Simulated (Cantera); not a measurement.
What does this Cantera script print?

```python
import numpy as np
import cantera as ct

gas_names = """
    B BF BF2 BF3 BN BO BOF BOF2 BO2 B2 B2O B2O2 B2O3 B3O3F3 F FO FO2 F2 F2O N NF NF2 NF3 NO NO2 NO3 N2
    N2O O O2 O3
""".split()
cond_names = """
    B(b) B(L) BN(s) B2O3(L)
""".split()


def load(file, names, dense=False):
    # The tables refer to 1 bar. Condensed volumes are neglected.
    table = {s.name: s for s in ct.Species.list_from_file(file)}
    out = []
    for n in names:
        d = dict(table[n].input_data)
        d["thermo"] = dict(d["thermo"], **{"reference-pressure": 1e5})
        if dense:
            d["equation-of-state"] = {"model": "constant-volume", "density": "1e6 g/cm^3"}
        out.append(ct.Species.from_dict(d))
    return out


gas = ct.Solution(thermo="ideal-gas", species=load("nasa_gas.yaml", gas_names))
cond = {s.name: ct.Solution(thermo="fixed-stoichiometry", species=[s], name=s.name)
        for s in load("nasa_condensed.yaml", cond_names, dense=True)}
atoms = {
    'BF3': {'B': 1, 'F': 3},
    'O2': {'O': 2},
    'N2': {'N': 2},
}
top_T = {'BN(s)': 3200}  # K; cautious upper limits of use, not melting points


def equilibrate(T, P, feed):
    n = {}
    for name, mol in feed.items():
        for a, k in atoms[name].items():
            n[a] = n.get(a, 0.0) + k * mol
    gas.TPX = T, P, n
    mass = sum(n.values()) * gas.mean_molecular_weight
    gas.equilibrate("TP")
    valid = [c for c in cond.values() if c.min_temp <= T <= top_T.get(c.name, c.max_temp)]
    mix = ct.Mixture([(gas, mass / gas.mean_molecular_weight)] + [(c, 0.0) for c in valid])
    mix.T, mix.P = T, P
    mix.equilibrate("TP", solver="vcs", rtol=1e-11, max_steps=5000)
    return mix


results = []
feed = {'BF3': 1, 'O2': 8.2, 'N2': 29}  # mol
T = 1273  # K
P = 60000  # Pa
mix = equilibrate(T, P, feed)
results.append((T, P, feed, dict(zip(mix.species_names, mix.species_moles))))
print(gas.report(threshold=1e-05))
for i in range(1, mix.n_phases):
    print(f"{mix.phase(i).name:16s} {mix.phase_moles(i):12.5e} mol")
```

Result:

```
       temperature   1273 K
          pressure   60000 Pa
           density   0.16956 kg/m^3
  mean mol. weight   29.911 kg/kmol
   phase of matter   gas

                          1 kg             1 kmol
                     ---------------   ---------------
          enthalpy             74606        2.2315e+06  J
   internal energy       -2.7926e+05       -8.3528e+06  J
           entropy            8431.1        2.5218e+05  J/K
    Gibbs function       -1.0658e+07        -3.188e+08  J
 heat capacity c_p            1186.9             35500  J/K
 heat capacity c_v            908.89             27186  J/K

                      mass frac. Y      mole frac. X     chem. pot. / RT
                     ---------------   ---------------   ---------------
               BF3          0.059343          0.026178           -147.22
                NO        0.00032917        0.00032813           -27.812
                N2           0.71086             0.759           -26.309
                O2           0.22946           0.21449           -29.316
     [  +27 minor]        5.5157e-06        3.7938e-06

B(b)              0.00000e+00 mol
BN(s)             0.00000e+00 mol
B2O3(L)           0.00000e+00 mol
```

Method: chemical equilibrium by Gibbs-energy minimisation in Cantera with the NASA 1993 tables (ideal gas, pure condensed phases).
